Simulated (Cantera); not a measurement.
Cantera run:

```python
import numpy as np
import cantera as ct

gas_names = """
    O3
""".split()
cond_names = """
    NbO(s) NbO(L) Nb2O5(s) Nb2O5(L)
""".split()


# ... load() reads the species with a 1 bar reference pressure and builds the phases ...
species = {s.name: s for s in load("nasa_gas.yaml", gas_names) + load("nasa_condensed.yaml", cond_names)}
# Each term lists the table entries of one substance; the one whose range holds T is used.
reactions = {
    'O3(g) + 2 NbO = Nb2O5':
        [(-1, ['O3']), (-2, ['NbO(s)', 'NbO(L)']), (1, ['Nb2O5(s)', 'Nb2O5(L)'])],
}


def pick(names, T):
    return next(species[n] for n in names if species[n].thermo.min_temp <= T <= species[n].thermo.max_temp)


results = []
for label, terms in reactions.items():
    print(label)
    print("     T/K   dH/kJ  dS/(J/K)   dG/kJ   log10 K")
    for T in [2375, 2475, 2575, 2675, 2775]:
        used = [(nu, pick(names, T)) for nu, names in terms]
        dH = sum(nu * s.thermo.h(T) for nu, s in used) / 1e6
        dS = sum(nu * s.thermo.s(T) for nu, s in used) / 1e3
        dG = dH - T * dS / 1e3
        logK = -dG * 1e6 / (ct.gas_constant * T * np.log(10))
        results.append((label, T, dH, dS, dG, logK, [s.name for _, s in used]))
        print(f"{T:8g} {dH:8.1f} {dS:8.1f} {dG:8.1f} {logK:8.2f}")
```

Result:

```
O3(g) + 2 NbO = Nb2O5
     T/K   dH/kJ  dS/(J/K)   dG/kJ   log10 K
    2375  -1219.1   -173.0   -808.3    17.78
    2475  -1215.3   -171.4   -791.1    16.70
    2575  -1211.7   -170.0   -774.0    15.70
    2675  -1208.3   -168.7   -757.1    14.78
    2775  -1205.2   -167.5   -740.3    13.93
```

Standard-state values (1 bar) from the NASA 1993 polynomials, evaluated with Cantera. NbO: taken at fixed stoichiometry. Condensed species are held in their standard states even where they would react or evaporate.
